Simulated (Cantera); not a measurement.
A Cantera script and its output.

```python
import numpy as np
import cantera as ct

gas = ct.Solution("gri30.yaml")
gas.TPX = 1300, 500000, {'CH2O': 0.0041, 'O2': 0.0063, 'N2': 1}
inlet = ct.Reservoir(gas, clone=True)

reactor = ct.IdealGasConstPressureReactor(gas, energy="off", clone=False)
exhaust = ct.Reservoir(gas, clone=True)
tau = [0.51, 0.24, 0.11, 0.053, 0.025, 0.012, 0.0056, 0.0026, 0.0012, 0.00058, 0.00027][0]
for a, b in ((inlet, reactor), (reactor, exhaust)):
    ct.MassFlowController(a, b, mdot=lambda t: reactor.mass / tau)
net = ct.ReactorNet([reactor])
show = ['CH2O', 'O2', 'HCO', 'C2H', 'CH2']

rows = []
print(f"{'tau/s':>10s}{'T/K':>9s}" + "".join(f"{s:>11s}" for s in show))
for tau in [0.51, 0.24, 0.11, 0.053, 0.025, 0.012, 0.0056, 0.0026, 0.0012, 0.00058, 0.00027]:
    net.initial_time = 0.0
    net.advance(30 * tau)
    before = gas.X
    net.advance(40 * tau)
    drift = np.max(np.abs(gas.X - before) / (gas.X + 1e-9))
    rows.append([gas.T, *gas[show].X, drift])
    print(f"{tau:10.3e}{gas.T:9.1f}" + "".join(f"{x:11.3e}" for x in gas[show].X))
```

Output:

```
     tau/s      T/K       CH2O         O2        HCO        C2H        CH2
 5.100e-01   1300.0  1.056e-06  2.216e-03  7.417e-10  4.331e-26  7.752e-16
 2.400e-01   1300.0  1.703e-06  2.245e-03  1.573e-09  5.054e-25  4.438e-15
 1.100e-01   1300.0  2.703e-06  2.291e-03  3.422e-09  5.887e-24  2.547e-14
 5.300e-02   1300.0  4.050e-06  2.358e-03  7.070e-09  5.334e-23  1.222e-13
 2.500e-02   1300.0  6.012e-06  2.460e-03  1.488e-08  4.608e-22  5.640e-13
 1.200e-02   1300.0  8.748e-06  2.600e-03  3.068e-08  3.328e-21  2.275e-12
 5.600e-03   1300.0  1.293e-05  2.798e-03  6.472e-08  2.238e-20  8.620e-12
 2.600e-03   1300.0  1.948e-05  3.056e-03  1.364e-07  1.319e-19  2.923e-11
 1.200e-03   1300.0  3.051e-05  3.374e-03  2.874e-07  7.062e-19  8.958e-11
 5.800e-04   1300.0  4.946e-05  3.727e-03  5.764e-07  3.213e-18  2.344e-10
 2.700e-04   1300.0  9.640e-05  4.198e-03  1.193e-06  1.397e-17  5.674e-10
```

Model: GRI-Mech 3.0 (53 species, 325 reactions), integrated in Cantera.
